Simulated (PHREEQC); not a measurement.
PHREEQC input (ion-association model, phreeqc.dat):

```
SOLUTION 0
  temp 15
  units mmol/kgw
  pH 7 charge
  Cl 168.01
  Ca 84
  S(6) 0.61
  Zn 0.61
  O(0) 1 O2(g) -0.68
SOLUTION 1-40
  temp 15
  units mmol/kgw
  pH 7 charge
  Br 2.5
  K 2.5
  Cl 0.01
  O(0) 1 O2(g) -0.68
END
EXCHANGE 1-40
  X 0.062
  -equilibrate 1
END
SELECTED_OUTPUT 1
  -reset false
  -pH true
  -pe true
  -ionic_strength true
  -water true
  -step true
  -totals Br Ca Cl K S Zn S(-2) S(6)
  -molalities KX ZnX2 CaX2
  -saturation_indices Gypsum Sylvite Zn(OH)2(e)
PRINT
  -reset false
TRANSPORT
  -cells 40
  -shifts 120
  -lengths 0.0025
  -time_step 300
  -dispersivities 0.008
  -boundary_conditions flux flux
  -correct_disp true
  -punch_cells 40
  -punch_frequency 4
END
```

Selected output (columns that matter, 10 of 31 rows; pore volumes added in front):

```
pore volumes	pH	mu	Br	Ca	Cl	K	S	Zn	m_KX	m_ZnX2	m_CaX2	si_Gypsum	si_Sylvite	si_Zn(OH)2(e)
0	5.0219	0.00251	0.0025	0	1e-05	0.0025	0	0	0.062	0	0	-1000	-8.4978	-1000
0.3125	5.0227	0.0027279	0.0024967	0	0.00022877	0.0027171	7.9435e-07	0	0.062	0	0	-1000	-7.1041	-1000
0.7125	5.067	0.043282	0.001891	4.1536e-05	0.040937	0.043032	0.0001486	2.0696e-07	0.061722	7.3439e-07	0.00013814	-4.2965	-3.7692	-8.3808
1.0125	5.0885	0.11938	0.0010303	0.018825	0.098772	0.062598	0.0003586	0.00013093	0.038638	8.3737e-05	0.011598	-1.6479	-3.3007	-5.6815
1.3125	5.0968	0.18539	0.00046152	0.047015	0.137	0.043736	0.00049739	0.00033792	0.022268	0.00014529	0.019721	-1.3065	-3.3528	-5.323
1.7125	5.1003	0.2287	0.00013641	0.068701	0.15884	0.021725	0.00057672	0.00049786	0.010424	0.00018896	0.025599	-1.1721	-3.6115	-5.1821
2.0125	5.1012	0.24194	5.1701e-05	0.076309	0.16454	0.012046	0.00059738	0.00055371	0.0057278	0.00020614	0.02793	-1.1374	-3.8575	-5.1434
2.3125	5.1015	0.24794	1.9106e-05	0.080144	0.16673	0.0064943	0.00060534	0.00058176	0.0030831	0.00021583	0.029243	-1.1224	-4.1224	-5.1251
2.7125	5.1017	0.2512	4.9566e-06	0.082458	0.16768	0.0027763	0.00060879	0.00059867	0.0013187	0.00022231	0.030118	-1.1143	-4.4902	-5.1143
3.0125	5.1017	0.25217	1.7849e-06	0.083221	0.16789	0.0014496	0.00060956	0.00060426	0.00068889	0.00022463	0.030431	-1.1118	-4.7722	-5.1108
```
